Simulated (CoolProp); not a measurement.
Vapour-liquid equilibrium of isobutene (1) + n-octane (2) at 18.45 °C; x and y are mole fractions of (1).

The numbers come from the multi-fluid Helmholtz-energy mixture model, Lemmon 2005 and Beckmüller 2019; pair parameters Bell 2016 in CoolProp.

Problem. Give the bubble pressure and the first vapour's composition at x = 0.05, 0.2, 0.5. Is there an azeotrope?

Solution. x = 0.05: 0.01395 MPa, y = 0.911; x = 0.2: 0.04968 MPa, y = 0.978; x = 0.5: 0.1207 MPa, y = 0.994. No azeotrope shows between x = 0.05 and 0.95.

The pair parameters rest on a limited set of measurements; away from them the model extrapolates. The gap from Raoult's law changes sign with composition, which may be real or a fault of the pair parameters; it wasn't checked against measurements.
